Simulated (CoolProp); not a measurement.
Model: reference Helmholtz-energy equation of state, Schmidt 1985, in CoolProp. Above 300 K oxygen's equation is extrapolated.

Problem. For oxygen, give the phase and the cp (kJ/(kg K)), Joule-Thomson coefficient (K/MPa), isothermal compressibility (1/MPa) at -143.45 °C and 51.6 bar; 15.25 °C and 51.6 bar.

Solution. 
- -143.45 °C and 51.6 bar: liquid; cp 1.97, Joule-Thomson coefficient -0.00319, isothermal compressibility 0.00719
- 15.25 °C and 51.6 bar: supercritical; cp 1.01, Joule-Thomson coefficient 2.55, isothermal compressibility 0.200
